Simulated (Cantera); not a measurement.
**Thermodynamics of carbon deposition, reforming and gasification, feed C2H6 + H2**

Input: 1 mol C2H6, 17 mol H2, equilibrated at 7.50 Torr.

Cantera equilibrium calculation (NASA polynomials, part measured and part estimated; ideal gas, pure solids and liquids). Candidate condensed phases: C, C6H6, C7H8, C8H18; 76 gas species. Kinetics and transport are ignored.

From 775 K to 2775 K the condensed part is C(graphite). The main C-bearing gas is CH4 at 775 K and C2H2 (acetylene) at 2775 K.

| T (K) | x H2 | x H | x CH4 | x C2H2 (acetylene) | x C3 | x C2H | x C | x C2 | n C(graphite) |
|---|---|---|---|---|---|---|---|---|---|
| 775 | 0.980 | 9.82e-12 | 0.0197 | <1e-12 | <1e-12 | <1e-12 | <1e-12 | <1e-12 | 1.61 |
| 975 | 0.999 | 1.14e-8 | 0.00125 | 5.69e-10 | <1e-12 | <1e-12 | <1e-12 | <1e-12 | 1.97 |
| 1175 | 1.000 | 1.23e-6 | 0.000191 | 6.37e-8 | <1e-12 | <1e-12 | <1e-12 | <1e-12 | 2.00 |
| 1375 | 1.000 | 3.43e-5 | 4.98e-5 | 1.78e-6 | <1e-12 | <1e-12 | <1e-12 | <1e-12 | 2.00 |
| 1575 | 1.000 | 0.000415 | 1.82e-5 | 2.11e-5 | <1e-12 | 2.57e-11 | <1e-12 | <1e-12 | 2.00 |
| 1775 | 0.997 | 0.00289 | 8.32e-6 | 0.000142 | 5.28e-12 | 3.24e-9 | 1.29e-11 | <1e-12 | 1.99 |
| 1975 | 0.986 | 0.0136 | 4.41e-6 | 0.000640 | 1.49e-9 | 1.52e-7 | 1.76e-9 | 1.25e-10 | 1.97 |
| 2175 | 0.950 | 0.0476 | 2.51e-6 | 0.00212 | 1.45e-7 | 3.43e-6 | 9.74e-8 | 1.26e-8 | 1.91 |
| 2375 | 0.864 | 0.131 | 1.39e-6 | 0.00536 | 6.39e-6 | 4.42e-5 | 2.72e-6 | 5.76e-7 | 1.77 |
| 2575 | 0.699 | 0.290 | 6.53e-7 | 0.0103 | 0.000154 | 0.000357 | 4.53e-5 | 1.44e-5 | 1.48 |
| 2775 | 0.468 | 0.512 | 2.22e-7 | 0.0144 | 0.00231 | 0.00190 | 0.000500 | 0.000225 | 0.882 |
x: gas mole fraction; n: condensed amount in mol.
